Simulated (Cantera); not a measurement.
Mixture: H₂ : O₂ : N₂ = 1 : 0.333 : 1.25 (molar parts), at 42000 Pa, adiabatic and at constant pressure. Ignition delay is the time to a rise of 400 K.

Detailed kinetics in Cantera: the H2/O2 subset of GRI-Mech 3.0, which has no nitrogen chemistry. Where the delays flatten at high temperature, the 400 K rule measures the pace of heat release, not the induction time.

Predict: delay at 1050 K; delay at 1200 K; delay at 1350 K; delay at 1500 K.


- delay at 1050 K: 0.292 ms
- delay at 1200 K: 0.120 ms
- delay at 1350 K: 74.0 µs
- delay at 1500 K: 60.8 µs
